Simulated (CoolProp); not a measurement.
Vapour-liquid equilibrium of acetone (1) + n-dodecane (2) at 351 kPa; x and y are mole fractions of (1).

The numbers come from the multi-fluid Helmholtz-energy mixture model, Lemmon 2006 and Lemmon 2004; pair parameters Bell 2016 in CoolProp.

### Question
Give the bubble temperature and the first vapour's composition at x = 0.15, 0.55, 0.85. Is there an azeotrope?

### Answer
x = 0.15: 458.0 K, y = 0.873; x = 0.55: 386.1 K, y = 0.992; x = 0.85: 376.7 K, y = 0.997. No azeotrope shows between x = 0.05 and 0.95.

The pair parameters rest on a limited set of measurements; away from them the model extrapolates. The gap from Raoult's law changes sign with composition, which may be real or a fault of the pair parameters; it wasn't checked against measurements.
